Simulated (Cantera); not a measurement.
Mixture: CH4 : O2 : N2 : H2O = 1 : 2 : 7.52 : 2.5 (molar parts), equivalence ratio 1.0, at 950000 Pa, adiabatic and at constant pressure. Ignition delay is the time to a rise of 400 K.

Cantera simulation using GRI-Mech 3.0 (53 species, 325 reactions); the numbers are that mechanism's predictions, not measurements.

**Question.** What does this change do: H2O 2.5 to 3.4 parts?

**Answer.** 
```csv
quantity,before,after
delay at 1075 K,28.7 ms,30.1 ms
delay at 1175 K,7.57 ms,7.97 ms
delay at 1275 K,2.48 ms,2.64 ms
delay at 1375 K,0.912 ms,0.986 ms
apparent activation energy between 1325 and 1425 K,150 kJ/mol,150 kJ/mol
```

**Question.** What does this change do: pressure from 950000 Pa to 73000 Pa?

**Answer.** 
```csv
quantity,before,after
delay at 1075 K,28.7 ms,0.568 s
delay at 1175 K,7.57 ms,0.132 s
delay at 1275 K,2.48 ms,34.4 ms
delay at 1375 K,0.912 ms,9.66 ms
apparent activation energy between 1325 and 1425 K,150 kJ/mol,190 kJ/mol
```
